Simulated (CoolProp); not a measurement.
Vapour-liquid equilibrium of CHF3 (R23) (1) + R13 (2) at -46.85 °C; x and y are mole fractions of (1).

The numbers come from the multi-fluid Helmholtz-energy mixture model, Penoncello 2003 and Platzer 1990; pair parameters Bell 2016 in CoolProp. This equation is an older, rougher fit; its heat capacities, sound speeds and derivatives of the liquid may be far off and weren't checked against measurements.

| x | bubble pressure (kPa) | y at the bubble point | dew pressure at overall composition x (kPa) | liquid density (mol/L) |
|---|---|---|---|---|
| 0.05 | 514.7 | 0.117 | … | 13.33 |
| 0.125 | … | 0.239 | 517.8 | 13.55 |
| 0.2 | … | … | 547.9 | 13.79 |
| 0.275 | 623.8 | 0.389 | 579.0 | 14.06 |
| 0.35 | 640.9 | 0.442 | … | 14.36 |
| 0.425 | 652.0 | 0.488 | 635.7 | 14.69 |
| 0.5 | 658.3 | 0.531 | 654.1 | 15.05 |
| 0.575 | 660.2 | 0.573 | 660.2 | 15.46 |
| 0.65 | 657.7 | 0.617 | 653.1 | 15.90 |
| 0.725 | 650.0 | 0.667 | 636.0 | 16.39 |
| 0.8 | 635.7 | 0.726 | 613.0 | 16.92 |
| 0.875 | 612.5 | 0.801 | 587.3 | … |
| 0.95 | … | 0.905 | … | 18.13 |

### Question
Complete the blanks.

### Answer

- 0.05, dew pressure at overall composition x (kPa): 489.3
- 0.125, bubble pressure (kPa): 564.0
- 0.2, bubble pressure (kPa): 599.1
- 0.2, y at the bubble point: 0.324
- 0.35, dew pressure at overall composition x (kPa): 609.2
- 0.875, liquid density (mol/L): 17.50
- 0.95, bubble pressure (kPa): 576.8
- 0.95, dew pressure at overall composition x (kPa): 560.9

y crosses x between x = 0.5 and 0.575: the model has an azeotrope there.

Pair parameters are fitted to limited data, so mixtures are less certain than the pure fluids.
